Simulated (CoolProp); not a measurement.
Saturation properties of propylene glycol (Tc = 674.0 K, pc = 72.92 bar, ω = 0.327).

Model: reference Helmholtz-energy equation of state, Eisenbach 2021, in CoolProp.

```tsv
T (K)	p (bar)	liquid density (kg/m³)	vapour density (kg/m³)	enthalpy of vaporisation (kJ/kg)	liquid cp (kJ/(kg K))
410.3	0.1655	940.7	0.3710	751.7	3.105
446.1	0.6238	907.3	1.298	715.5	3.294
481.8	1.848	870.8	3.624	677.0	3.486
517.5	4.575	830.0	8.621	634.0	3.692
553.2	9.890	783.4	18.33	583.2	3.930
589	19.31	728.0	36.43	519.0	4.256
```

It boils at 461.2 K under 1 atm.
